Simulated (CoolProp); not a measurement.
R141b along the isotherm 314 K: Z from the reference equation and from simpler models built on Tc = 477.5 K, pc = 4212 kPa, ω = 0.220; each cubic takes its own stable root.

Values from CoolProp's reference Helmholtz-energy equation of state, Lemmon 2006. It is a short technical equation, of lower accuracy than the large ones.

| p (kPa) | phase | reference |
|---|---|---|
| 175 | liquid | 0.006518 |
| 351 | liquid | 0.01307 |
| 526 | liquid | 0.01958 |
| 702 | liquid | 0.02612 |
| 877 | liquid | 0.03262 |
| 1050 | liquid | 0.03904 |
| 1230 | liquid | 0.04572 |
| 1400 | liquid | 0.05202 |
| 1580 | liquid | 0.05868 |
| 1750 | liquid | 0.06498 |
| 1930 | liquid | 0.07163 |
| 2110 | liquid | 0.07829 |

Question: How far does each simpler model (van der Waals, Redlich-Kwong, Soave-Redlich-Kwong, Peng-Robinson) lie from the reference over these 12 states: mean and median of the absolute difference, and the worst?

Answer: 
- van der Waals: mean 2229.9 %, median 63.6 %, worst +14725.1 % at 314 K and 175 kPa
- Redlich-Kwong: mean 1221.0 %, median 12.1 %, worst +14519.5 % at 314 K and 175 kPa
- Soave-Redlich-Kwong: mean 8.9 %, median 8.8 %, worst +9.0 % at 314 K and 175 kPa
- Peng-Robinson: mean 3.7 %, median 3.7 %, worst -3.8 % at 314 K and 2110 kPa

At some of these states van der Waals, Redlich-Kwong gives the other phase, because its saturation line lies elsewhere.
